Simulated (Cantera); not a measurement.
A Cantera script and its output.

```python
import numpy as np
import cantera as ct

surf = ct.Interface("ptcombust.yaml", "Pt_surf")
gas = surf.adjacent["gas"]
gas.TPX = 1000, 120000, {'CH4': 0.003, 'O2': 0.011, 'N2': 0.79, 'H2O': 0.019}
surf.TP = 1000, 120000
reactor = ct.FlowReactor(gas, clone=False)
reactor.area = 0.0001  # m2
reactor.surface_area_to_volume_ratio = 130  # 1/m
reactor.mass_flow_rate = 2.1 * reactor.area * gas.density  # inlet velocity 2.1 m/s
reactor.energy_enabled = False
wall = ct.ReactorSurface(surf, reactor, clone=False)
net = ct.ReactorNet([reactor])
net.rtol, net.atol = 1e-8, 1e-16
show, cover = ['CH4', 'O2', 'H2O', 'CO2', 'CO'], ['PT(S)', 'H(S)', 'O(S)', 'OH(S)', 'CO(S)', 'C(S)']

rows = []
print(f"{'z/m':>9s}{'u/(m/s)':>9s}" + "".join(f"{s:>13s}" for s in show + cover))
for z in [0.00041, 0.00088, 0.0019, 0.0041, 0.0088, 0.019, 0.041]:
    net.advance(z)
    rows.append([reactor.speed, *gas[show].X, *surf[cover].coverages])
    print(f"{z:9.4g}{rows[-1][0]:9.3g}" + "".join(f"{x:13.4e}" for x in rows[-1][1:]))
```

Output:

```
      z/m  u/(m/s)          CH4           O2          H2O          CO2           CO        PT(S)         H(S)         O(S)        OH(S)        CO(S)         C(S)
  0.00041      2.1   3.6277e-03   1.3332e-02   2.3121e-02   1.6045e-05   1.3121e-06   3.0514e-01   9.4832e-07   6.9139e-01   3.4506e-03   1.5256e-05   1.0030e-07
  0.00088      2.1   3.6078e-03   1.3292e-02   2.3161e-02   3.5231e-05   1.9569e-06   3.0536e-01   9.5030e-07   6.9116e-01   3.4543e-03   1.5679e-05   9.9940e-08
   0.0019      2.1   3.5647e-03   1.3207e-02   2.3246e-02   7.7631e-05   2.3146e-06   3.0573e-01   9.5404e-07   6.9078e-01   3.4617e-03   1.5822e-05   9.9082e-08
   0.0041      2.1   3.4732e-03   1.3025e-02   2.3428e-02   1.6849e-04   2.3196e-06   3.0646e-01   9.6168e-07   6.9003e-01   3.4774e-03   1.5563e-05   9.7177e-08
   0.0088      2.1   3.2839e-03   1.2649e-02   2.3805e-02   3.5654e-04   2.2027e-06   3.0800e-01   9.7766e-07   6.8846e-01   3.5097e-03   1.4919e-05   9.3154e-08
    0.019      2.1   2.9012e-03   1.1888e-02   2.4566e-02   7.3647e-04   1.9619e-06   3.1124e-01   1.0110e-06   6.8516e-01   3.5748e-03   1.3567e-05   8.4706e-08
    0.041      2.1   2.1983e-03   1.0493e-02   2.5963e-02   1.4335e-03   1.5112e-06   3.1769e-01   1.0765e-06   6.7859e-01   3.6940e-03   1.0882e-05   6.7939e-08
```

Detailed kinetics in Cantera: Deutschmann's 1995 Pt surface mechanism with GRI-Mech 3.0 gas chemistry. Catalytic surfaces can have several steady states; this one follows from the mechanism file's or the stated starting coverage. Mass transfer to the wall is taken as infinitely fast.
